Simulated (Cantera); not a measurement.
Cantera run:

```python
import numpy as np
import cantera as ct

gas_names = """
    CL CL2 N N2 Si SiCL SiCL2 SiCL3 SiCL4 SiN Si2 Si2N Si3
""".split()
cond_names = """
    Si(cr) Si(L) Si3N4(a)
""".split()


# ... load() reads the species with a 1 bar reference pressure and builds the phases ...
atoms = {
    'SiCl4': {'Si': 1, 'CL': 4},
    'N2': {'N': 2},
}
top_T = {'Si3N4(a)': 2400}  # K; cautious upper limits of use, not melting points


# ... equilibrate(T, P, feed) seeds the gas with the atoms and calls Mixture.equilibrate('TP', solver="vcs", rtol=1e-11, max_steps=5000) ...
results = []
T = 2123  # K
P = 1400  # Pa
for m in [5.3, 7.4, 9.6, 12, 14, 16, 18, 20, 22, 25]:
    feed = {'SiCl4': 1, 'N2': m}  # mol
    mix = equilibrate(T, P, feed)
    results.append((T, P, feed, dict(zip(mix.species_names, mix.species_moles))))
    x = sorted(zip(gas.X, gas.species_names), reverse=True)
    print(f"T = {T:g} K  P = {P:g} Pa  n(N2) = {m:g} mol  gas = {mix.phase_moles(0):.4g} mol")
    print("   x: " + "  ".join(f"{s} {v:.3e}" for v, s in x if v > 0.001))
    print("   condensed (mol): " + ("  ".join(f"{mix.phase(i).name} {mix.phase_moles(i):.4g}"
          for i in range(1, mix.n_phases) if mix.phase_moles(i) > 1e-12) or "none"))
```

Output:

```
T = 2123 K  P = 1400 Pa  n(N2) = 5.3 mol  gas = 8.097 mol
   x: N2 6.546e-01  CL 2.214e-01  SiCL2 1.019e-01  SiCL3 1.834e-02  SiCL4 3.183e-03
   condensed (mol): none
T = 2123 K  P = 1400 Pa  n(N2) = 7.4 mol  gas = 10.24 mol
   x: N2 7.228e-01  CL 1.792e-01  SiCL2 8.364e-02  SiCL3 1.219e-02  SiCL4 1.712e-03
   condensed (mol): none
T = 2123 K  P = 1400 Pa  n(N2) = 9.6 mol  gas = 12.47 mol
   x: N2 7.700e-01  CL 1.495e-01  SiCL2 7.050e-02  SiCL3 8.574e-03  SiCL4 1.005e-03
   condensed (mol): none
T = 2123 K  P = 1400 Pa  n(N2) = 12 mol  gas = 14.89 mol
   x: N2 8.060e-01  CL 1.267e-01  SiCL2 6.021e-02  SiCL3 6.205e-03
   condensed (mol): none
T = 2123 K  P = 1400 Pa  n(N2) = 14 mol  gas = 16.9 mol
   x: N2 8.283e-01  CL 1.124e-01  SiCL2 5.368e-02  SiCL3 4.910e-03
   condensed (mol): none
T = 2123 K  P = 1400 Pa  n(N2) = 16 mol  gas = 18.91 mol
   x: N2 8.460e-01  CL 1.011e-01  SiCL2 4.844e-02  SiCL3 3.982e-03
   condensed (mol): none
T = 2123 K  P = 1400 Pa  n(N2) = 18 mol  gas = 20.92 mol
   x: N2 8.603e-01  CL 9.180e-02  SiCL2 4.412e-02  SiCL3 3.295e-03
   condensed (mol): none
T = 2123 K  P = 1400 Pa  n(N2) = 20 mol  gas = 22.93 mol
   x: N2 8.722e-01  CL 8.409e-02  SiCL2 4.051e-02  SiCL3 2.772e-03
   condensed (mol): none
T = 2123 K  P = 1400 Pa  n(N2) = 22 mol  gas = 24.94 mol
   x: N2 8.822e-01  CL 7.759e-02  SiCL2 3.745e-02  SiCL3 2.364e-03
   condensed (mol): none
T = 2123 K  P = 1400 Pa  n(N2) = 25 mol  gas = 27.94 mol
   x: N2 8.946e-01  CL 6.953e-02  SiCL2 3.363e-02  SiCL3 1.902e-03
   condensed (mol): none
```

Cantera equilibrium calculation (NASA polynomials, part measured and part estimated; ideal gas, pure solids and liquids). The tables' values for SiCl3, SiCl are old estimates; treat these amounts as uncertain.
